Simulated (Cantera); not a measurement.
Feed: 1 mol B₂H₆, 0.11 mol H₂O, 55 mol N₂, 8.5 mol NH₃, equilibrated at 82.0 Pa.

Equilibrium computed with Cantera from the NASA thermochemical tables; the gas is ideal and each condensed phase is pure. Candidate condensed phases: B, BN, B₂O₃, B₃O₃H₃, H₂O; 39 gas species. The feed counts by its element totals alone. Equilibrium is a limit: real reactors are often held back by kinetics, nucleation or transport.

Question: Which condensed phases are stable at each of these points (T (K)): 1573, 1623, 1673, 1723, 1773, 1823, 1873, 1923, 1973, 2023, 2073, 2123, 2173, 2223?

Answer: 
```json
[
 {"T (K)": "1573", "condensed phases": "BN(s)", "B condensed (%)": "94.7"},
 {"T (K)": "1623", "condensed phases": "BN(s)", "B condensed (%)": "94.6"},
 {"T (K)": "1673", "condensed phases": "BN(s)", "B condensed (%)": "94.5"},
 {"T (K)": "1723", "condensed phases": "BN(s)", "B condensed (%)": "94.5"},
 {"T (K)": "1773", "condensed phases": "BN(s)", "B condensed (%)": "94.5"},
 {"T (K)": "1823", "condensed phases": "BN(s)", "B condensed (%)": "94.5"},
 {"T (K)": "1873", "condensed phases": "BN(s)", "B condensed (%)": "94.5"},
 {"T (K)": "1923", "condensed phases": "BN(s)", "B condensed (%)": "94.4"},
 {"T (K)": "1973", "condensed phases": "BN(s)", "B condensed (%)": "94.2"},
 {"T (K)": "2023", "condensed phases": "BN(s)", "B condensed (%)": "93.8"},
 {"T (K)": "2073", "condensed phases": "BN(s)", "B condensed (%)": "92.6"},
 {"T (K)": "2123", "condensed phases": "B(s)", "B condensed (%)": "89.3"},
 {"T (K)": "2173", "condensed phases": "B(s)", "B condensed (%)": "84.4"},
 {"T (K)": "2223", "condensed phases": "B(s)", "B condensed (%)": "74.9"}
]
```

From 1573 K to 2073 K the condensed part is BN(s). From 2123 K to 2223 K the condensed part is B(s).
